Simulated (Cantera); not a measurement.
A Cantera script and its output.

```python
import numpy as np
import cantera as ct

gas = ct.Solution("h2o2.yaml")
gas.TPX = 1125, 13332, {'H2': 0.43, 'O2': 1, 'N2': 1.8}
reactor = ct.IdealGasConstPressureReactor(gas, energy="off", clone=False)
net = ct.ReactorNet([reactor])
net.rtol, net.atol = 1e-08, 1e-18
show = ['H2', 'O2', 'H2O', 'OH', 'H2O2', 'HO2']
times = np.geomspace(3e-05, 90, 12)

steps = ct.SolutionArray(gas, extra=["t"])
rows = []
print(f"{'t/s':>10s}{'T/K':>9s}{'P/Pa':>11s}" + "".join(f"{s:>11s}" for s in show))
for t in times:
    while net.time < t:
        t_next = net.step()
        steps.append(gas.state, t=t_next)
    rows.append([np.interp(t, steps.t, y) for y in (steps.T, steps.P, *steps(*show).X.T)])
    print(f"{t:10.3e}{rows[-1][0]:9.1f}{rows[-1][1]:11.4g}" + "".join(f"{x:11.3e}" for x in rows[-1][2:]))
rate = np.gradient(steps.T, steps.t)
print("integrator steps:", len(steps.t))
if steps.T.max() > steps.T[0] + 200:
    print(f"time of steepest temperature rise: {steps.t[rate.argmax()]:.4e} s")
gas.TPX = 1125, 13332, {'H2': 0.43, 'O2': 1, 'N2': 1.8}
gas.equilibrate("TP")
print(f"equilibrium (TP): T = {gas.T:.1f} K  " + "  ".join(f"{s} {gas[s].X[0]:.3e}" for s in show))
```

Output:

```
       t/s      T/K       P/Pa         H2         O2        H2O         OH       H2O2        HO2
 3.000e-05   1125.0  1.333e+04  1.331e-01  3.096e-01  2.614e-09  6.823e-10  2.068e-12  2.616e-09
 1.164e-04   1125.0  1.333e+04  1.331e-01  3.096e-01  4.759e-07  6.753e-08  4.843e-11  2.759e-08
 4.516e-04   1125.0  1.333e+04  1.788e-02  2.557e-01  9.545e-02  5.336e-03  2.065e-06  3.097e-05
 1.752e-03   1125.0  1.333e+04  6.707e-04  2.597e-01  1.412e-01  8.707e-04  1.778e-06  1.968e-05
 6.799e-03   1125.0  1.333e+04  3.456e-05  2.603e-01  1.425e-01  1.803e-04  4.937e-07  2.856e-06
 2.638e-02   1125.0  1.333e+04  2.275e-06  2.603e-01  1.426e-01  5.823e-05  1.116e-07  3.521e-07
 1.024e-01   1125.0  1.333e+04  2.564e-07  2.604e-01  1.426e-01  2.351e-05  2.639e-08  6.060e-08
 3.971e-01   1125.0  1.333e+04  4.706e-08  2.604e-01  1.426e-01  1.076e-05  6.655e-09  1.375e-08
 1.541e+00   1125.0  1.333e+04  1.066e-08  2.604e-01  1.426e-01  5.246e-06  1.745e-09  4.842e-09
 5.978e+00   1125.0  1.333e+04  3.054e-09  2.604e-01  1.426e-01  2.794e-06  5.260e-10  4.095e-09
 2.320e+01   1125.0  1.333e+04  1.878e-09  2.604e-01  1.426e-01  2.126e-06  3.152e-10  4.653e-09
 9.000e+01   1125.0  1.333e+04  1.857e-09  2.604e-01  1.426e-01  2.112e-06  3.113e-10  4.671e-09
integrator steps: 1985
equilibrium (TP): T = 1125.0 K  H2 1.857e-09  O2 2.604e-01  H2O 1.426e-01  OH 2.112e-06  H2O2 3.113e-10  HO2 4.671e-09
```

Cantera simulation using the H2/O2 subset of GRI-Mech 3.0, which has no nitrogen chemistry; the numbers are that mechanism's predictions, not measurements. The temperature is held fixed by assumption; the heat of reaction is taken as removed at once.
